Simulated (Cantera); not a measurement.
A closed system holds: 1 mol B2O3, 2 mol O2, 0.34 mol H2O, equilibrated at 1025 K and 10.0 mbar.

Method: chemical equilibrium by Gibbs-energy minimisation in Cantera with the NASA 1993 tables (ideal gas, pure condensed phases). Candidate condensed phases: B, B2O3, B3O3H3, H2O; 23 gas species. Gases not in the tables: H3BO3. Kinetics and transport are ignored.

Base state: O2 0.855, H2O 0.145, HBO2 0.000166, (HBO2)3 0.000136 (mole fractions); condensed: B2O3(l).

**Question.** What changes in the equilibrium state with this change: H2O from 0.34 to 8.3 mol?

**Answer.** 
```tsv
species	before	after
H2O	0.145	0.804
O2	0.855	0.194
(HBO2)3	0.000136	0.00177
HBO2	0.000166	0.000391
B2O3(l), mol	0.999	0.971
```

**Question.** What changes in the equilibrium state with this change: B2O3 replaced by B2H6?

**Answer.** 
```
species         before     after
------------  --------  --------
H2               <1e-9     0.599
H2O              0.145     0.400
(HBO2)3       0.000136  0.000623
O2               0.855     <1e-9
HBO2          0.000166  0.000276
B2O3(l), mol     0.999     0.996
```
The feed counts by its element totals alone.
